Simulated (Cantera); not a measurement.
Input: 1 mol Pb, 1.7 mol O2, 12 mol CO, at 1023 K and 1.70 bar.

Equilibrium computed with Cantera from the NASA thermochemical tables; the gas is ideal and each condensed phase is pure. Candidate condensed phases: C, Pb, PbO, PbO2, Pb3O4; 15 gas species. Equilibrium is a limit: real reactors are often held back by kinetics, nucleation or transport.

Base state: CO 0.701, CO2 0.299, Pb 1.57e-5 (mole fractions); condensed: C(graphite) + Pb(l).

Q: What changes in the equilibrium state with this change: pressure from 1.70 bar to 1.33 mbar?

A: 
| species | before | after |
|---|---|---|
| CO | 0.701 | 0.702 |
| CO2 | 0.299 | 0.278 |
| Pb | 1.57e-5 | 0.0200 |
| C(graphite), mol | 0.144 | 0 |
| Pb(l), mol | 1.000 | 0.755 |

Q: What changes in the equilibrium state with this change: pressure from 1.70 bar to 5.50 bar?

A: 
| species | before | after |
|---|---|---|
| CO | 0.701 | 0.503 |
| CO2 | 0.299 | 0.497 |
| Pb | 1.57e-5 | 4.85e-6 |
| C(graphite), mol | 0.144 | 1.71 |
| Pb(l), mol | 1.000 | 1.000 |
